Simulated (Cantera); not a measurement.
Gas mixture: O2 = 0.66 (molar parts), at 210000 Pa, frozen composition.

Cantera's kinetic-theory transport with the Lennard-Jones parameters of GRI-Mech 3.0, ideal gas; thermal conductivity in the multicomponent form.

One state of this run: ρ (kg/m³) = 0.808; cp (J/kg/K) = 1090; μ (µPa s) = 47.9; λ (mW/m/K) = 73.7; Pr = 0.709; D (cm²/s) OH = 1.21; D (cm²/s) CO2 = 0.625; D (cm²/s) CH4 = 0.869. D: mixture-averaged diffusion coefficient of that species in the mixture.

Q: Which value of T (K) does it belong to?
(A) 700
(B) 1150
(C) 850
(D) 1000

A: D, 1000
